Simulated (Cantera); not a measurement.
A closed system holds: 1 mol Fe2O3, 0.014 mol HCl, 0.17 mol H2, held at 1548.15 K and 13300 Pa.

These are equilibrium values from Cantera (NASA tables, ideal gas, pure condensed phases), not measurements of a reactor. Candidate condensed phases: Fe, FeCl2, FeCl3, FeO, Fe(OH)2, Fe(OH)3, Fe2O3, Fe3O4, H2O; 22 gas species. Mutual solubility and eutectic melting of coexisting phases are not modelled. Rates play no part.

### Question
What is the equilibrium state?

### Answer
```json
{
  "x(H2O)": "0.806",
  "x(O2)": "0.127",
  "x(HCl)": "0.0649",
  "x(Cl)": "0.000937",
  "x(OH)": "0.000487",
  "x(FeCl2)": "0.000215",
  "x(H2)": "2.18e-5",
  "x(Cl2)": "1.83e-5",
  "x(O)": "7.47e-6",
  "n(Fe2O3(s))": "0.328 mol",
  "n(Fe3O4(s))": "0.448 mol",
  "gas_amount": "0.2110 mol",
  "log10 activity of FeCl2(l) (absent)": "-5.29",
  "log10 activity of Fe(γ) (absent)": "-5.87"
}
```
